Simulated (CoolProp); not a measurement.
Vapour-liquid equilibrium of propylene (1) + 1-butene (2) at 52.25 °C; x and y are mole fractions of (1).

Model: multi-fluid Helmholtz-energy mixture model, Lemmon 2013 and Lemmon 2005; pair parameters Bell 2016, in CoolProp.

```
x      bubble pressure, mixture model (bar)  bubble pressure, Raoult's law (bar)  y, mixture model  y, Raoult's law
-----  ------------------------------------  -----------------------------------  ----------------  ---------------
0.05                                  6.954                                7.063             0.124            0.152
0.125                                 7.948                                8.206             0.276            0.328
0.2                                   8.961                                9.349             0.398            0.461
0.275                                 9.995                                10.49             0.497            0.565
0.35                                  11.05                                11.64             0.581            0.648
0.425                                 12.13                                12.78             0.653            0.716
0.5                                   13.24                                13.92             0.715            0.774
0.575                                 14.37                                15.07             0.769            0.822
0.65                                  15.53                                16.21             0.818            0.864
0.725                                 16.74                                17.35             0.863            0.900
0.8                                   17.98                                18.49             0.903            0.932
0.875                                 19.27                                19.64             0.941            0.960
0.95                                  20.61                                20.78             0.977            0.985
```

The largest gap from Raoult's law is -5.1 % in bubble pressure, at x = 0.425. No azeotrope shows between x = 0.05 and 0.95.

Pair parameters are fitted to limited data, so mixtures are less certain than the pure fluids.
